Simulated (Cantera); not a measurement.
A closed system holds: 1 mol c-C4F8, 0.064 mol F2, 0.24 mol H2, at 1027 °C and 3.50 Pa.

Cantera equilibrium calculation (NASA polynomials, part measured and part estimated; ideal gas, pure solids and liquids). Candidate condensed phases: C, C6H6, C7H8, C8H18; 95 gas species. The feed counts by its element totals alone. Gases not in the tables: C2F6 and larger saturated fluorocarbons. Equilibrium is a limit: real reactors are often held back by kinetics, nucleation or transport.

Base state: CF4 0.799, HF 0.201, CF2 0.000204, F 8.27e-5, CF3 2.09e-5 (mole fractions); condensed: C(graphite).

Problem. What changes in the equilibrium state with this change: temperature from 1027 °C to 2977 °C?

Solution. 
| species | before | after |
|---|---|---|
| F | 8.27e-5 | 0.649 |
| C | <1e-9 | 0.302 |
| H | <1e-9 | 0.0377 |
| CF4 | 0.799 | <1e-9 |
| HF | 0.201 | 0.000882 |
| C2 | <1e-9 | 0.00599 |
| CF | 1.69e-9 | 0.00281 |
| C3 | <1e-9 | 0.00131 |
| CF3 | 2.09e-5 | <1e-9 |
| C(graphite), mol | 2.09 | 0 |
